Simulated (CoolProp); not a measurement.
Cyclopropane at several states: fugacity coefficient from the reference equation and from simpler models built on Tc = 125.5 °C, pc = 56.05 bar, ω = 0.131; each cubic takes its own stable root.

Computed with CoolProp (reference Helmholtz-energy equation of state, Polt 1992). This equation is an older, rougher fit; its heat capacities, sound speeds and derivatives of the liquid may be far off and weren't checked against measurements.

```csv
T (°C),p (bar),phase,reference
95.95,110,liquid,0.2797
60.25,210,liquid,0.1083
186.75,0.101,gas,0.9996
49.55,0.324,gas,0.9961
23.35,0.406,gas,0.9934
194.25,109,supercritical,0.6380
```

Task: How far does each simpler model (Redlich-Kwong, Peng-Robinson) lie from the reference over these 6 states: mean and median of the absolute difference, and the worst?

Result: 
- Redlich-Kwong: mean 4.0 %, median 0.2 %, worst +15.7 % at 60.25 °C and 210 bar
- Peng-Robinson: mean 0.9 %, median 0.6 %, worst -2.2 % at 194.25 °C and 109 bar
